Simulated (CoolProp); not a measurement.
Model: reference Helmholtz-energy equation of state, Rui 2013, in CoolProp.

### Question
Give the vapour pressure (kPa), vapour Z, surface tension (mN/m), liquid viscosity (µPa s) of saturated R236EA at 14.75, 34.85, 54.95 °C.

### Answer
```
T (°C)  p (kPa)  vapour Z  surface tension (mN/m)  liquid viscosity (µPa s)
------  -------  --------  ----------------------  ------------------------
14.75       142     0.944                    13.4                       442
34.85       287     0.909                    10.7                       335
54.95       524     0.861                    8.17                       258
```

Viscosity comes from a separate model (Huber 2003), an estimate that may be off by 10 % or more. Surface tension comes from a separate correlation (Mulero 2012).
